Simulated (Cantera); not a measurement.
A closed system holds: 1 mol HBr, 0.58 mol O2, held at 775 K and 10.0 mbar.

Equilibrium computed with Cantera from the NASA thermochemical tables; the gas is ideal and each condensed phase is pure. Candidate condensed phases: Br2, H2O; 12 gas species. Kinetics and transport are ignored.

Base state: H2O 0.375, Br2 0.374, O2 0.248, HBr 0.00205, Br 0.00116 (mole fractions); condensed: gas only.

### Question
What changes in the equilibrium state with this change: HBr replaced by HI?

### Answer
```tsv
species	before	after
H2O	0.375	0.372
I2	0	0.360
O2	0.248	0.245
Br2	0.374	0
I	0	0.0229
HBr	0.00205	0
Br	0.00116	0
```
Further candidate phases: I2.

### Question
What changes in the equilibrium state with this change: 0.91 mol H2 added?

### Answer
```
species   before     after
-------  -------  --------
H2O        0.375     0.607
HBr      0.00205     0.262
Br2        0.374     0.131
O2         0.248     <1e-9
Br       0.00116  0.000682
```
